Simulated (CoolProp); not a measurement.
Vapour pressure (bar) of toluene: the reference equation beside estimates from Tc = 318.6 °C, pc = 41.26 bar, ω = 0.266.

Values from CoolProp's reference Helmholtz-energy equation of state, Lemmon 2006. It is a short technical equation, of lower accuracy than the large ones.

```json
[
 {"T (°C)": "164.05", "reference": "3.744", "Lee-Kesler": "3.767", "Redlich-Kwong": "5.600"},
 {"T (°C)": "167.65", "reference": "4.036", "Lee-Kesler": "4.064", "Redlich-Kwong": "5.971"},
 {"T (°C)": "171.25", "reference": "4.346", "Lee-Kesler": "4.378", "Redlich-Kwong": "6.358"},
 {"T (°C)": "174.95", "reference": "4.682", "Lee-Kesler": "4.720", "Redlich-Kwong": "6.775"},
 {"T (°C)": "178.55", "reference": "5.027", "Lee-Kesler": "5.071", "Redlich-Kwong": "7.198"},
 {"T (°C)": "182.25", "reference": "5.402", "Lee-Kesler": "5.451", "Redlich-Kwong": "7.652"},
 {"T (°C)": "185.85", "reference": "5.787", "Lee-Kesler": "5.841", "Redlich-Kwong": "8.113"},
 {"T (°C)": "189.45", "reference": "6.192", "Lee-Kesler": "6.252", "Redlich-Kwong": "8.592"},
 {"T (°C)": "193.15", "reference": "6.630", "Lee-Kesler": "6.696", "Redlich-Kwong": "9.105"},
 {"T (°C)": "196.75", "reference": "7.078", "Lee-Kesler": "7.150", "Redlich-Kwong": "9.624"},
 {"T (°C)": "200.35", "reference": "7.548", "Lee-Kesler": "7.626", "Redlich-Kwong": "10.16"},
 {"T (°C)": "204.05", "reference": "8.055", "Lee-Kesler": "8.139", "Redlich-Kwong": "10.74"},
 {"T (°C)": "207.65", "reference": "8.573", "Lee-Kesler": "8.663", "Redlich-Kwong": "11.32"},
 {"T (°C)": "211.25", "reference": "9.115", "Lee-Kesler": "9.211", "Redlich-Kwong": "11.92"},
 {"T (°C)": "214.95", "reference": "9.699", "Lee-Kesler": "9.800", "Redlich-Kwong": "12.56"}
]
```

Absolute difference from the reference over all 15 rows, mean and median: Lee-Kesler 0.9 and 1.0 %, Redlich-Kwong 39.1 and 38.8 %.
